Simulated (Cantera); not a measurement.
Charge: 1 mol Si, 0.78 mol NF3, 6.5 mol H2, 5 mol F2, held at 1575 K and 1.33 mbar.

Method: chemical equilibrium by Gibbs-energy minimisation in Cantera with the NASA 1993 tables (ideal gas, pure condensed phases). Candidate condensed phases: Si, Si3N4; 37 gas species. The tables' values for SiF3 are old estimates; treat these amounts as uncertain. The numbers say what is thermodynamically allowed, not how fast it happens.

Base state: HF 0.692, H2 0.192, SiF4 0.0816, N2 0.0323, SiF3 0.00118, H 0.000499, SiHF3 1.86e-5 (mole fractions); condensed: gas only.

What changes in the equilibrium state with this change: NF3 from 0.78 to 2.3 mol?


```json
[
 {"species": "HF", "before": "0.692", "after": "0.854"},
 {"species": "N2", "before": "0.0323", "after": "0.0762"},
 {"species": "SiF4", "before": "0.0816", "after": "0.0661"},
 {"species": "H2", "before": "0.192", "after": "0.00323"},
 {"species": "SiHF3", "before": "1.86e-5", "after": "2.05e-7"},
 {"species": "SiF3", "before": "0.00118", "after": "0.000101"},
 {"species": "H", "before": "0.000499", "after": "6.47e-5"}
]
```

What changes in the equilibrium state with this change: NF3 from 0.78 to 7.9 mol?


```tsv
species	before	after
F	8.26e-8	0.482
HF	0.692	0.375
N2	0.0323	0.114
H2	0.192	<1e-9
SiF4	0.0816	0.0289
SiF3	0.00118	<1e-9
H	0.000499	<1e-9
F2	<1e-9	2.20e-5
SiHF3	1.86e-5	<1e-9
```
